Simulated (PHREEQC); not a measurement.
Consider water at 20 °C with 32 mmol/kgw Sr(OH)2 and 0.46 mmol/kgw Cd(NO3)2. Closed to the air; pH follows from the charge balance.

The numbers come from PHREEQC with the ion-association model, phreeqc.dat.

Precipitation was switched off in this run.

Problem. What pH, ionic strength does the model give?

Solution. pH 12.82; ionic strength 0.0865 mol/kgw.

Problem. In which forms is Sr present?

Solution. Sr+2 85 %, SrOH+ 15 % of the Sr.

Examples of supersaturated solids here: Cd(OH)2. Others may be too. Species that the database lacks are ignored.
